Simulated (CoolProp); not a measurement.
Vapour-liquid equilibrium of octamethyltrisiloxane (MDM) (1) + octamethylcyclotetrasiloxane (D4) (2) at 0.00117 MPa; x and y are mole fractions of (1).

Values from CoolProp's multi-fluid Helmholtz-energy mixture model, Thol 2017 and Thol 2015; pair parameters Bell 2016.

| x | bubble temperature (K) | y at the bubble point | dew temperature at overall composition x (K) | liquid density (mol/L) |
|---|---|---|---|---|
| 0.05 | 329.6 | 0.145 | 330.9 | 3.094 |
| 0.15 | 326.5 | 0.357 | 329.6 | … |
| 0.25 | 324.0 | … | 328.2 | 3.159 |
| 0.35 | 321.9 | 0.622 | 326.7 | 3.190 |
| 0.45 | 320.0 | 0.713 | … | 3.221 |
| 0.55 | 318.3 | 0.787 | 323.3 | 3.252 |
| 0.65 | 316.7 | 0.850 | 321.3 | 3.282 |
| 0.75 | 315.2 | 0.902 | 319.2 | 3.312 |
| 0.85 | 313.8 | 0.947 | 316.7 | 3.343 |
| 0.95 | 312.5 | … | 313.7 | 3.373 |

**Question.** Complete the blanks.

**Answer.** 
- 0.15, liquid density (mol/L): 3.127
- 0.25, y at the bubble point: 0.507
- 0.45, dew temperature at overall composition x (K): 325.0
- 0.95, y at the bubble point: 0.984

No azeotrope shows between x = 0.05 and 0.95.

The pair parameters rest on a limited set of measurements; away from them the model extrapolates.
